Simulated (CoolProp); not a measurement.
Isopentane at several states: density (kg/m³) from the reference equation and from simpler models built on Tc = 187.2 °C, pc = 3.378 MPa, ω = 0.227; each cubic takes its own stable root.

Computed with CoolProp (reference Helmholtz-energy equation of state, Lemmon 2006). It is a short technical equation, of lower accuracy than the large ones.

```csv
T (°C),p (MPa),phase,reference
94.95,0.821,liquid,535.3
-151.05,2.97,liquid,780.7
193.15,4.12,supercritical,334.0
0.95,1.56,liquid,640.5
91.25,0.112,gas,2.735
```

Task: How far does each simpler model (van der Waals, Redlich-Kwong, Soave-Redlich-Kwong, Peng-Robinson) lie from the reference over these 5 states: mean and median of the absolute difference, and the worst?

Result: 
- van der Waals: mean 40.6 %, median 38.0 %, worst -95.8 % at 94.95 °C and 0.821 MPa
- Redlich-Kwong: mean 26.8 %, median 11.1 %, worst -95.6 % at 94.95 °C and 0.821 MPa
- Soave-Redlich-Kwong: mean 9.4 %, median 9.4 %, worst -19.8 % at 193.15 °C and 4.12 MPa
- Peng-Robinson: mean 4.2 %, median 2.9 %, worst -12.2 % at 193.15 °C and 4.12 MPa

At some of these states van der Waals, Redlich-Kwong gives the other phase, because its saturation line lies elsewhere.
